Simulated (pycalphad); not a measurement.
CALPHAD calculation (pycalphad, COST 507 light-alloy database (1999)), 1 atm. The data set is of 1999 and partly superseded.

### Question
Which phases does Al-17 at.% Fe hold at 1367 K, with what compositions and amounts?

### Answer
liquid with 14.5 at.% Fe and AL13FE4 with 24.4 at.% Fe. The lever rule gives (17 − 14.5)/(24.4 − 14.5) = 0.25 of AL13FE4 and 0.75 of liquid.

### Question
Which phases does Al-46 at.% Fe hold at 1100 K, with what compositions and amounts?

### Answer
AL2FE with 33.3 at.% Fe and ordered bcc (B2) with 49.5 at.% Fe. The lever rule gives (46 − 33.3)/(49.5 − 33.3) = 0.78 of ordered bcc (B2) and 0.22 of AL2FE.

### Question
Which phases does Al-39 at.% Fe hold at 1333 K, with what compositions and amounts?

### Answer
AL2FE with 33.3 at.% Fe and ordered bcc (B2) with 46.8 at.% Fe. The lever rule gives (39 − 33.3)/(46.8 − 33.3) = 0.42 of ordered bcc (B2) and 0.58 of AL2FE.

### Question
Which phases does Al-43 at.% Fe hold at 933 K, with what compositions and amounts?

### Answer
AL2FE with 33.3 at.% Fe and ordered bcc (B2) with 50.3 at.% Fe. The lever rule gives (43 − 33.3)/(50.3 − 33.3) = 0.57 of ordered bcc (B2) and 0.43 of AL2FE.

Database names, with the compositions (at.%) that they take in these runs: AL13FE4: Al 75 Fe 24; AL2FE: Al 67 Fe 33.
